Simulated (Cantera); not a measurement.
**Equilibrium for silicon epitaxy and polysilicon growth: SiH₄ + Cl₂ + N₂**

Feed: 1 mol SiH₄, 0.33 mol Cl₂, a varied amount of N₂, held at 823.15 K and 1.00 bar.

Equilibrium computed with Cantera from the NASA thermochemical tables; the gas is ideal and each condensed phase is pure. Candidate condensed phases: NH₄Cl, Si, Si₃N₄; 28 gas species. N₂ is the only nitrogen source here; it is nearly inert below about 1500 K, so the nitride shown seldom forms there in practice. Rates play no part.

```csv
n(N₂) (mol),x N₂,x H₂,x HCl,x SiCl₄,n Si₃N₄(s)
15,0.860,0.100,0.0389,0.000182,0.332
21,0.897,0.0738,0.0287,9.80e-5,0.333
30,0.926,0.0528,0.0206,5.00e-5,0.333
43,0.948,0.0374,0.0147,2.50e-5,0.333
62,0.963,0.0262,0.0103,1.23e-5,0.333
88,0.974,0.0186,0.00734,6.19e-6,0.333
120,0.981,0.0137,0.00541,3.36e-6,0.333
```
x: gas mole fraction; n: condensed amount in mol.

From 15 mol N₂ to 120 mol N₂ the condensed part is Si₃N₄(s). The main Si-bearing gas is SiCl₄ throughout.
